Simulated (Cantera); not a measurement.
Feed: 1 mol AlN, 2.7 mol H2O, 0.39 mol N2, at 725 °C and 10.0 Torr.

Cantera equilibrium calculation (NASA polynomials, part measured and part estimated; ideal gas, pure solids and liquids). Candidate condensed phases: Al, AlN, Al2O3, H2O; 35 gas species. The numbers say what is thermodynamically allowed, not how fast it happens.

Question: What is the equilibrium state?

Answer: 
| Quantity | Value |
|---|---|
| x(H2) | 0.418 |
| x(H2O) | 0.334 |
| x(N2) | 0.248 |
| x(NH3) | 1.06e-6 |
| n(Al2O3(s)) | 0.500 mol |
| gas amount | 3.590 mol |
| log10 activity of Al(l) (absent) | -20.37 |
